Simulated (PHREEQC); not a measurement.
0.85 g of hydrous ferric oxide (600 m²/g; 0.2 weak and 0.005 strong sites per Fe, Dzombak-Morel constants, diffuse double layer) in 1 kg of water with 0.001 mol/kgw of an inert sodium salt and 0.0003 mol/kgw ZnCl2 and 9.6e-06 mol/kgw NaH2PO4, at 25 °C; the pH is set by adding NaOH or the inert anion's acid. O2 is buffered at 0.21 atm. No CO2 enters from the air. Precipitation was switched off in this run.

Computed with PHREEQC (ion-association model, wateq4f.dat).

| pH | Zn sorbed (%) | P sorbed (%) | surface charge σ (C/m²) | surface potential ψ (mV) |
|---|---|---|---|---|
| 4 | 0.1 | 100.0 | 0.147 | 202 |
| 4.5 | 0.6 | 100.0 | 0.100 | 184 |
| 5 | 3.6 | 100.0 | 0.065 | 165 |
| 5.5 | 11.8 | 100.0 | 0.041 | 143 |
| 6 | 23.5 | 100.0 | 0.025 | 120 |
| 6.5 | 52.9 | 100.0 | 0.016 | 99 |
| 7 | 86.4 | 100.0 | 0.010 | 78 |
| 7.5 | 98.0 | 100.0 | 0.006 | 52 |
| 8 | 99.7 | 99.9 | 0.002 | 24 |
| 8.5 | 99.9 | 99.5 | 0.000 | -4 |
| 9 | 100.0 | 95.4 | -0.003 | -33 |
| 9.5 | 100.0 | 69.6 | -0.007 | -61 |
| 10 | 100.0 | 21.1 | -0.013 | -88 |
| 10.5 | 100.0 | 3.2 | -0.024 | -114 |
| 11 | 99.9 | 0.5 | -0.045 | -137 |
| 11.5 | 99.8 | 0.1 | -0.086 | -155 |
| 12 | 98.1 | 0.0 | -0.158 | -162 |

H3PO4, which wateq4f.dat lacks, is added to it with the constant of phreeqc.dat. The database has no phosphate complexes of Zn.
